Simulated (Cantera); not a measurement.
A closed system holds: 1 mol C₂H₅OH, 0.86 mol O₂, 3.4 mol H₂, held at 4100 Pa.

Equilibrium computed with Cantera from the NASA thermochemical tables; the gas is ideal and each condensed phase is pure. Candidate condensed phases: C, C₆H₆, C₇H₈, C₈H₁₈, H₂O; 110 gas species. The numbers say what is thermodynamically allowed, not how fast it happens. All values below are at 2625 K.

Base state: H₂ 0.551, CO 0.215, H 0.156, H₂O 0.0691, OH 0.00463, CO₂ 0.00412, O 0.000844, O₂ 4.30e-5 (mole fractions); condensed: gas only.

### Question
What changes in the equilibrium state with this change: H₂ from 3.4 to 41 mol?

### Answer
```
species    before     after
-------  --------  --------
H₂          0.551     0.763
H           0.156     0.183
CO          0.215    0.0394
H₂O        0.0691    0.0132
O₂        4.30e-5   8.22e-7
CO₂       0.00412  0.000104
O        0.000844  0.000117
OH        0.00463  0.000754
```
